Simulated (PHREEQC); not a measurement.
Dissolve 0.055 mol HF, 0.00036 mol (NH4)2SiF6 and 0.0031 mol HBr per kg of water at 20 °C. Closed to the air; pH follows from the charge balance.

Model: ion-association model, phreeqc.dat, run in PHREEQC.

Precipitation was switched off in this run.

Q: Order these F species by the share of F that they hold, largest first: HF, HF2-, F-, SiF6-2.

A: HF (85 %), F- (8.5 %), SiF6-2 (3.8 %), HF2- (3.0 %)

The pH is 2.09 and the ionic strength 0.00991 mol/kgw. SiF6-2 is the database's only silicon fluoride.
